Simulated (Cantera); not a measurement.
Equilibrium for chemical vapour transport: Fe₃O₄ + Cl₂ + H₂

A closed system holds: 1 mol Fe₃O₄, 0.61 mol Cl₂, 0.13 mol H₂, at 10.0 mbar.

Method: chemical equilibrium by Gibbs-energy minimisation in Cantera with the NASA 1993 tables (ideal gas, pure condensed phases). Candidate condensed phases: Fe, FeCl₂, FeCl₃, FeO, Fe(OH)₂, Fe(OH)₃, Fe₂O₃, Fe₃O₄, H₂O; 22 gas species. Mutual solubility and eutectic melting of coexisting phases are not modelled. Condensed phases not in the tables: FeOCl. Equilibrium is a limit: real reactors are often held back by kinetics, nucleation or transport.

```tsv
T (K)	x HCl	x FeCl₃	x FeCl₂	x O₂	x Cl	x Cl₂	x Fe₂Cl₆	x H₂O	n FeCl₂(s)	n Fe₂O₃(s)	n Fe₃O₄(s)
848	0.475	0.408	0.0471	7.85e-11	7.62e-6	0.000808	0.0633	0.000298	0.00901	1.33	0
923	0.443	0.458	0.0738	2.85e-8	8.15e-5	0.00531	0.0162	0.000382	0	1.33	0
998	0.430	0.437	0.106	3.08e-6	0.000542	0.0206	0.00388	0.000540	0	1.33	0
1073	0.417	0.377	0.156	9.15e-5	0.00229	0.0453	0.000923	0.000765	0	1.33	0
1148	0.400	0.298	0.218	0.00130	0.00722	0.0726	0.000216	0.00107	0	1.33	0
1223	0.380	0.214	0.290	0.00983	0.0177	0.0874	4.72e-5	0.00151	0	1.33	0
1298	0.352	0.133	0.373	0.0358	0.0326	0.0714	8.63e-6	0.00216	0	1.32	0
1373	0.325	0.0685	0.449	0.0684	0.0458	0.0397	1.18e-6	0.00337	0	1.30	0
1448	0.287	0.0314	0.455	0.138	0.0606	0.0222	1.39e-7	0.00513	0	0.961	0.218
1523	0.234	0.0130	0.391	0.266	0.0765	0.0126	1.41e-8	0.00646	0	0	0.858
1598	0.224	0.00616	0.402	0.267	0.0846	0.00607	1.97e-9	0.00990	0	0	0.855
1673	0.213	0.00306	0.408	0.266	0.0922	0.00307	3.19e-10	0.0144	0	0	0.853
```
x: gas mole fraction; n: condensed amount in mol.

At 848 K the condensed part is FeCl₂(s) + Fe₂O₃(s). From 923 K to 1373 K the condensed part is Fe₂O₃(s). At 1448 K the condensed part is Fe₂O₃(s) + Fe₃O₄(s). From 1523 K to 1673 K the condensed part is Fe₃O₄(s). The main Fe-bearing gas is FeCl₃ at 848 K and FeCl₂ at 1673 K. The share of Fe in condensed phases is highest at 848 K (89.2 %) and lowest at 1673 K (85.3 %).
